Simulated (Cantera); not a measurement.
A freely propagating, adiabatic, planar premixed flame of CH4 : CO : O2 : N2 = 1 : 0.4 : 1.83 : 6.89 (molar parts), unburnt at 450 K and 7050 Torr; mixture-averaged transport, grid criteria slope 0.08 and curve 0.16, no radiation.

Detailed kinetics in Cantera: GRI-Mech 3.0 (53 species, 325 reactions). Burning velocities carry a grid error of a few per cent, more on coarse grids.

### Question
Predict: laminar burning velocity; thermal thickness; peak x(C2H).

### Answer
* **laminar burning velocity**: 30.1 cm/s
* **thermal thickness**: 0.0830 mm
* **peak x(C2H)**: 7.29e-7
